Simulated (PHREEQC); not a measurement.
Dissolve 0.0047 mol CaSO4, 0.00039 mol Na2HPO4 and 0.00071 mol KCl per kg of water at 84 °C. Closed to the air; pH follows from the charge balance.

Computed with PHREEQC (ion-association model, phreeqc.dat).

```tsv
quantity	before	after
pH	7.41	8.03
ionic strength (mol/kgw)	0.0154	0.00184
```

Name the change that produced these shifts.
A. temperature from 84 to 50 °C
B. Na2HPO4 from 0.00039 to 0.000195 mol/kgw
C. Na2HPO4 left out
D. Na2HPO4 from 0.00039 to 0.00195 mol/kgw
E. CaSO4 left out

E, CaSO4 left out

This is a speciation only: nothing precipitates in the calculation. Some of these states are supersaturated (in Hydroxyapatite, for instance). Constants without temperature data keep their 25 °C values here.
